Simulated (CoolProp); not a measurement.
Model: reference Helmholtz-energy equation of state, Span 2000, in CoolProp.

Q: For nitrogen, give the phase and the Z, cp (kJ/(kg K)), speed of sound (m/s), isothermal compressibility (1/MPa) at 238.6 K and 17.5 MPa.

A: 
- 238.6 K and 17.5 MPa: supercritical; Z 0.967, cp 1.50, speed of sound 384, isothermal compressibility 0.0497
